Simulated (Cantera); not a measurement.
## Ammonia decomposition in nitride growth gas

A perfectly stirred reactor is fed with NH3 : N2 = 1 : 0.59 (molar parts), at 2200 Pa; it is held at 2150 K, and followed from long to short residence time.

Model: the gas-phase N/H chemistry of the illustrative SiF4/NH3 mechanism in the Surface Chemkin manual (1991), integrated in Cantera. Walls and surfaces, which speed up NH3 decomposition in real reactors, are not modelled.

| τ (s) | x NH3 | x N2H2 | x NH2 | x N2H4 | x N | x H2 |
|---|---|---|---|---|---|---|
| 17 | 0.00556 | 6.13e-8 | 8.91e-5 | 2.61e-11 | 4.37e-6 | 0.572 |
| 6.9 | 0.0174 | 1.82e-7 | 0.000182 | 1.09e-10 | 3.74e-6 | 0.561 |
| 2.9 | 0.0413 | 4.66e-7 | 0.000325 | 3.48e-10 | 3.69e-6 | 0.540 |
| 1.2 | 0.0892 | 1.13e-6 | 0.000555 | 1.01e-9 | 3.74e-6 | 0.496 |
| 0.50 | 0.173 | 2.52e-6 | 0.000886 | 2.59e-9 | 3.70e-6 | 0.418 |
| 0.21 | 0.294 | 4.89e-6 | 0.00130 | 5.55e-9 | 3.41e-6 | 0.307 |
| 0.087 | 0.426 | 7.93e-6 | 0.00173 | 9.84e-9 | 2.74e-6 | 0.185 |
| 0.036 | 0.527 | 1.04e-5 | 0.00210 | 1.45e-8 | 1.75e-6 | 0.0925 |
| 0.015 | 0.584 | 1.13e-5 | 0.00235 | 1.83e-8 | 8.36e-7 | 0.0401 |
| 0.0063 | 0.610 | 1.01e-5 | 0.00238 | 1.86e-8 | 3.13e-7 | 0.0153 |
x: mole fraction; the columns are a selection and need not sum to one.
